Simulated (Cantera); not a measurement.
Input (Python, Cantera):

```python
import numpy as np
import cantera as ct

surf = ct.Interface("ptcombust.yaml", "Pt_surf")
gas = surf.adjacent["gas"]
gas.TPX = 850, 370000, {'CH4': 0.0056, 'O2': 0.026, 'N2': 0.79}
surf.TP = 850, 370000
reactor = ct.FlowReactor(gas, clone=False)
reactor.area = 0.0001  # m2
reactor.surface_area_to_volume_ratio = 7900  # 1/m
reactor.mass_flow_rate = 0.12 * reactor.area * gas.density  # inlet velocity 0.12 m/s
reactor.energy_enabled = False
wall = ct.ReactorSurface(surf, reactor, clone=False)
net = ct.ReactorNet([reactor])
net.rtol, net.atol = 1e-8, 1e-16
show, cover = ['CH4', 'O2', 'H2O', 'CO2', 'CO'], ['PT(S)', 'H(S)', 'O(S)', 'OH(S)', 'CO(S)', 'C(S)']

rows = []
print(f"{'z/m':>9s}{'u/(m/s)':>9s}" + "".join(f"{s:>13s}" for s in show + cover))
for z in [0.00014, 0.00023, 0.00038, 0.00064, 0.0011, 0.0018, 0.003, 0.0049, 0.0082, 0.014]:
    net.advance(z)
    rows.append([reactor.speed, *gas[show].X, *surf[cover].coverages])
    print(f"{z:9.4g}{rows[-1][0]:9.3g}" + "".join(f"{x:13.4e}" for x in rows[-1][1:]))
```

Output:

```
      z/m  u/(m/s)          CH4           O2          H2O          CO2           CO        PT(S)         H(S)         O(S)        OH(S)        CO(S)         C(S)
  0.00014     0.12   6.5371e-03   3.1089e-02   5.5761e-04   2.7751e-04   1.2906e-06   6.2660e-02   8.8395e-09   9.3640e-01   9.2332e-04   1.7400e-05   4.4382e-08
  0.00023     0.12   6.3626e-03   3.0740e-02   9.0663e-04   4.5204e-04   1.2578e-06   6.2842e-02   1.1238e-08   9.3597e-01   1.1738e-03   1.7057e-05   4.3508e-08
  0.00038     0.12   6.0794e-03   3.0173e-02   1.4729e-03   7.3519e-04   1.2046e-06   6.3167e-02   1.4364e-08   9.3532e-01   1.4955e-03   1.6503e-05   4.2096e-08
  0.00064     0.12   5.6108e-03   2.9236e-02   2.4100e-03   1.2038e-03   1.1160e-06   6.3749e-02   1.8566e-08   9.3432e-01   1.9176e-03   1.5573e-05   3.9722e-08
   0.0011     0.12   4.8477e-03   2.7711e-02   3.9356e-03   1.9667e-03   9.7058e-07   6.4786e-02   2.4257e-08   9.3273e-01   2.4658e-03   1.3987e-05   3.5678e-08
   0.0018     0.12   3.8408e-03   2.5698e-02   5.9487e-03   2.9733e-03   7.7612e-07   6.6301e-02   3.0849e-08   9.3062e-01   3.0616e-03   1.1713e-05   2.9878e-08
    0.003     0.12   2.5068e-03   2.3031e-02   8.6153e-03   4.3066e-03   5.1337e-07   6.8569e-02   3.9048e-08   9.2768e-01   3.7397e-03   8.2863e-06   2.1136e-08
   0.0049     0.12   1.2031e-03   2.0425e-02   1.1221e-02   5.6094e-03   2.4998e-07   7.1117e-02   4.7101e-08   9.2453e-01   4.3383e-03   4.3397e-06   1.1069e-08
   0.0082     0.12   3.0385e-04   1.8629e-02   1.3018e-02   6.5078e-03   6.3856e-08   7.3102e-02   5.2908e-08   9.2216e-01   4.7310e-03   1.1707e-06   2.9861e-09
    0.014     0.12   2.4552e-05   1.8070e-02   1.3576e-02   6.7868e-03   5.2122e-09   7.3763e-02   5.4778e-08   9.2138e-01   4.8510e-03   9.6694e-08   2.4654e-10
```

Model: Deutschmann's 1995 Pt surface mechanism with GRI-Mech 3.0 gas chemistry, integrated in Cantera. Catalytic surfaces can have several steady states; this one follows from the mechanism file's or the stated starting coverage. Mass transfer to the wall is taken as infinitely fast.
